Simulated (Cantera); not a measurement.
Cantera run:

```python
import numpy as np
import cantera as ct

gas_names = """
    CL CL2 H HCL H2 N NH NH2 NH3 N2 N2H2 N2H4 Si SiCL SiCL2 SiCL3 SiCL4 SiH SiHCL3 SiH2 SiH2CL2 SiH3
    SiH3CL SiH4 SiN Si2 Si2N Si3
""".split()
cond_names = """
    NH4CL(a) NH4CL(b) Si(cr) Si(L) Si3N4(a)
""".split()


# ... load() reads the species with a 1 bar reference pressure and builds the phases ...
atoms = {
    'SiCl4': {'Si': 1, 'CL': 4},
    'NH3': {'N': 1, 'H': 3},
    'H2': {'H': 2},
}
top_T = {'Si3N4(a)': 2400}  # K; cautious upper limits of use, not melting points


# ... equilibrate(T, P, feed) seeds the gas with the atoms and calls Mixture.equilibrate('TP', solver="vcs", rtol=1e-11, max_steps=5000) ...
results = []
feed = {'SiCl4': 1, 'NH3': 37, 'H2': 9.4}  # mol
P = 1000  # Pa
for T in [700, 900, 1100, 1300, 1500, 1700, 1900, 2100]:
    mix = equilibrate(T, P, feed)
    results.append((T, P, feed, dict(zip(mix.species_names, mix.species_moles))))
    x = sorted(zip(gas.X, gas.species_names), reverse=True)
    print(f"T = {T:g} K  P = {P:g} Pa  gas = {mix.phase_moles(0):.4g} mol")
    print("   x: " + "  ".join(f"{s} {v:.3e}" for v, s in x if v > 0.0001))
    print("   condensed (mol): " + ("  ".join(f"{mix.phase(i).name} {mix.phase_moles(i):.4g}"
          for i in range(1, mix.n_phases) if mix.phase_moles(i) > 1e-12) or "none"))
```

Result:

```
T = 700 K  P = 1000 Pa  gas = 84.73 mol
   x: H2 7.423e-01  N2 2.105e-01  HCL 4.717e-02
   condensed (mol): Si3N4(a) 0.333
T = 900 K  P = 1000 Pa  gas = 84.73 mol
   x: H2 7.423e-01  N2 2.105e-01  HCL 4.720e-02
   condensed (mol): Si3N4(a) 0.3333
T = 1100 K  P = 1000 Pa  gas = 84.73 mol
   x: H2 7.423e-01  N2 2.105e-01  HCL 4.720e-02
   condensed (mol): Si3N4(a) 0.3333
T = 1300 K  P = 1000 Pa  gas = 84.74 mol
   x: H2 7.423e-01  N2 2.105e-01  HCL 4.713e-02
   condensed (mol): Si3N4(a) 0.3324
T = 1500 K  P = 1000 Pa  gas = 84.78 mol
   x: H2 7.426e-01  N2 2.108e-01  HCL 4.570e-02  SiCL2 7.195e-04  H 1.517e-04
   condensed (mol): Si3N4(a) 0.3127
T = 1700 K  P = 1000 Pa  gas = 85.1 mol
   x: H2 7.438e-01  N2 2.131e-01  HCL 3.646e-02  SiCL2 5.201e-03  H 1.271e-03
   condensed (mol): Si3N4(a) 0.182
T = 1900 K  P = 1000 Pa  gas = 85.83 mol
   x: H2 7.345e-01  N2 2.155e-01  HCL 3.634e-02  H 6.801e-03  SiCL2 4.864e-03  Si 1.261e-03  SiCL 2.638e-04  CL 2.539e-04
   condensed (mol): Si(L) 0.4304
T = 2100 K  P = 1000 Pa  gas = 87.3 mol
   x: H2 7.105e-01  N2 2.118e-01  HCL 3.895e-02  H 2.626e-02  Si 7.512e-03  SiCL2 2.574e-03  CL 1.059e-03  SiCL 6.521e-04  SiH 3.435e-04
   condensed (mol): none
```

Equilibrium computed with Cantera from the NASA thermochemical tables; the gas is ideal and each condensed phase is pure. The tables' values for SiCl, SiN, SiCl3 are old estimates; treat these amounts as uncertain. Gases not in the tables: Si2H6 and higher silanes.
